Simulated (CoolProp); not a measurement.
Values from CoolProp's reference Helmholtz-energy equation of state, Smukala 2000.

Problem. For ethylene, give the phase and the density (kg/m³), cp (kJ/(kg K)), isothermal compressibility (1/MPa), fugacity coefficient at 298.3 K and 2.33 MPa.

Solution. 
- 298.3 K and 2.33 MPa: gas; density 30.8, cp 1.87, isothermal compressibility 0.510, fugacity coefficient 0.871
